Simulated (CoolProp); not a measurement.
Values from CoolProp's reference Helmholtz-energy equation of state, de Reuck 1993.

**Question.** For methanol, give the phase and the conductivity (mW/(m K)) at 568.5 K and 42.7 kPa; 388.4 K and 2350 kPa; 448.4 K and 990 kPa.

**Answer.** 
- 568.5 K and 42.7 kPa: gas; conductivity 47.9
- 388.4 K and 2350 kPa: liquid; conductivity 184
- 448.4 K and 990 kPa: gas; conductivity 33.5

Thermal conductivity comes from a separate model (Sykioti 2013).
